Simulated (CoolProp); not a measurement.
Model: reference Helmholtz-energy equation of state, Lemmon 2005, in CoolProp. It is a short technical equation, of lower accuracy than the large ones.

Question: For trans-2-butene, give the phase and the speed of sound (m/s), isothermal compressibility (1/MPa), expansivity (1/kK) at 444.9 K and 502 kPa; 444.9 K and 754 kPa.

Answer: 
- 444.9 K and 502 kPa: gas; speed of sound 257, isothermal compressibility 2.08, expansivity 2.56
- 444.9 K and 754 kPa: gas; speed of sound 253, isothermal compressibility 1.41, expansivity 2.75
